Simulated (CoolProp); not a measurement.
CHF3 (R23) along the isotherm 234.1 K: fugacity coefficient from the reference equation and from simpler models built on Tc = 299.3 K, pc = 4.832 MPa, ω = 0.263; each cubic takes its own stable root.

Model: reference Helmholtz-energy equation of state, Penoncello 2003, in CoolProp.

```csv
p (MPa),phase,reference
0.0229,gas,0.9960
0.0336,gas,0.9941
0.0494,gas,0.9913
0.0725,gas,0.9872
0.106,gas,0.9813
0.156,gas,0.9724
0.229,gas,0.9595
0.336,gas,0.9406
0.494,gas,0.9125
1.06,liquid,0.6061
1.56,liquid,0.4177
2.29,liquid,0.2905
3.36,liquid,0.2041
4.94,liquid,0.1451
7.25,liquid,0.1054
```

Q: How far does each simpler model (Redlich-Kwong, Soave-Redlich-Kwong) lie from the reference over these 15 states: mean and median of the absolute difference, and the worst?

A: 
- Redlich-Kwong: mean 15.4 %, median 1.3 %, worst +40.8 % at 234.1 K and 7.25 MPa
- Soave-Redlich-Kwong: mean 2.1 %, median 0.9 %, worst +6.6 % at 234.1 K and 7.25 MPa
